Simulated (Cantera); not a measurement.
## Gas activation for diamond growth

An isothermal, constant-pressure homogeneous reactor starts with CH4 : H2 : N2 = 0.011 : 1 : 0.00017 (molar parts), at 1598 K and 100.0 Torr.

Cantera simulation using GRI-Mech 3.0 (53 species, 325 reactions); the numbers are that mechanism's predictions, not measurements. GRI-Mech 3.0 stops at C3 and has no aromatics, soot or wall deposition, so with more carbon than oxygen in the feed, carbon stays in small species such as C2H2 where larger ones or solid carbon would form.

```csv
t (s),x CH4,x H2,x C2H2,x CH2,x C2H4,x C2H
9.00e-6,0.0109,0.989,<1e-12,<1e-12,<1e-12,<1e-12
4.78e-5,0.0109,0.989,<1e-12,<1e-12,<1e-12,<1e-12
0.000253,0.0109,0.989,<1e-12,1.02e-12,8.92e-12,<1e-12
0.00134,0.0109,0.989,1.44e-11,2.85e-11,1.30e-9,<1e-12
0.00713,0.0109,0.989,2.84e-8,7.10e-10,2.13e-7,<1e-12
0.0378,0.0108,0.989,1.20e-5,3.96e-9,4.10e-6,5.60e-12
0.201,0.0106,0.989,0.000130,4.02e-9,5.95e-6,6.17e-11
1.07,0.00945,0.990,0.000679,3.63e-9,1.33e-5,3.23e-10
5.65,0.00612,0.991,0.00231,2.41e-9,3.55e-5,1.11e-9
30.0,0.00294,0.993,0.00387,1.20e-9,5.76e-5,1.89e-9
```
x: mole fraction; the columns are a selection and need not sum to one.

Equilibrium at this temperature and pressure: CH4 0.00260, H2 0.993, C2H2 0.00392, CH2 1.06e-9, C2H4 5.83e-5, C2H 1.92e-9 (gas phase only).
